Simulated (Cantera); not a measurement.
Feed: 1 mol SiF₄, 4.5 mol NO, 27 mol N₂, equilibrated at 1575 °C and 0.170 bar.

These are equilibrium values from Cantera (NASA tables, ideal gas, pure condensed phases), not measurements of a reactor. Candidate condensed phases: Si, SiO₂, Si₂N₂O, Si₃N₄; 28 gas species. The tables' values for SiF₃ are old estimates; treat these amounts as uncertain. Equilibrium is a limit: real reactors are often held back by kinetics, nucleation or transport.

Base state: N₂ 0.898, O₂ 0.0677, SiF₄ 0.0308, NO 0.00295, O 0.000120, F 1.99e-5, SiF₃ 1.40e-5 (mole fractions); condensed: gas only.

**Question.** What changes in the equilibrium state with this change: SiF₄ replaced by HMDSO?

**Answer.** 
| species | before | after |
|---|---|---|
| N₂ | 0.898 | 0.670 |
| H₂ | 0 | 0.208 |
| CO | 0 | 0.113 |
| O₂ | 0.0677 | <1e-9 |
| SiF₄ | 0.0308 | 0 |
| SiO | 2.50e-8 | 0.00713 |
| NO | 0.00295 | <1e-9 |
| HCN | 0 | 0.000915 |
| SiC(s), mol | 0 | 1.07 |
| Si₂N₂O(s), mol | 0 | 0.309 |
The feed counts by its element totals alone. Mutual solubility and eutectic melting of coexisting phases are not modelled. Further candidate phases: C, C₆H₆, C₇H₈, C₈H₁₈, H₂O, SiC.

**Question.** What changes in the equilibrium state with this change: NO from 4.5 to 0.85 mol?

**Answer.** 
| species | before | after |
|---|---|---|
| N₂ | 0.898 | 0.950 |
| SiF₄ | 0.0308 | 0.0346 |
| O₂ | 0.0677 | 0.0140 |
| O | 0.000120 | 5.45e-5 |
| NO | 0.00295 | 0.00138 |
